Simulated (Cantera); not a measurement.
Charge: 1 mol Al2O3, 0.59 mol HCl, 0.041 mol O2, equilibrated at 1675 K and 0.440 bar.

Equilibrium computed with Cantera from the NASA thermochemical tables; the gas is ideal and each condensed phase is pure. Candidate condensed phases: Al, AlCl3, Al2O3, H2O; 29 gas species. Gases not in the tables: Al(OH)3. The numbers say what is thermodynamically allowed, not how fast it happens.

Base state: HCl 0.831, H2O 0.0540, Cl 0.0448, O2 0.0383, Cl2 0.0313, AlCl3 0.000243, OH 0.000181, ClO 0.000117 (mole fractions); condensed: Al2O3(s).

**Question.** What changes in the equilibrium state with this change: pressure from 0.440 bar to 0.133 bar?

**Answer.** 
| species | before | after |
|---|---|---|
| HCl | 0.831 | 0.828 |
| Cl | 0.0448 | 0.0629 |
| H2O | 0.0540 | 0.0502 |
| Cl2 | 0.0313 | 0.0187 |
| O2 | 0.0383 | 0.0394 |
| AlCl3 | 0.000243 | 0.000148 |
| O | 1.01e-5 | 1.86e-5 |
| HOCl | 3.91e-5 | 2.18e-5 |
| H2 | 6.42e-6 | 1.07e-5 |
| OH | 0.000181 | 0.000236 |
| Al2O3(s), mol | 1.000 | 1.000 |
